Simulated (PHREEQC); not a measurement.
Solution (25 °C): 0.021 mol H2SO4, 0.00015 mol K2SO4 and 0.0027 mol LiCl per kg of water. It is in equilibrium with CO2 at log p = -3.4 (atm). Otherwise closed; pH follows from the charge balance.

The numbers come from PHREEQC with the Pitzer model, pitzer.dat.

### Question
The ionic strength comes out as 0.0428 mol/kgw. What activity coefficients do K+, SO4-2, H+, HSO4-, Cl- get?

### Answer
K+ 0.82, SO4-2 0.43, H+ 0.82, HSO4- 0.83, Cl- 0.82. Single-ion values are on the MacInnes scale.

Precipitation was switched off in this run. Species that the database lacks are ignored.
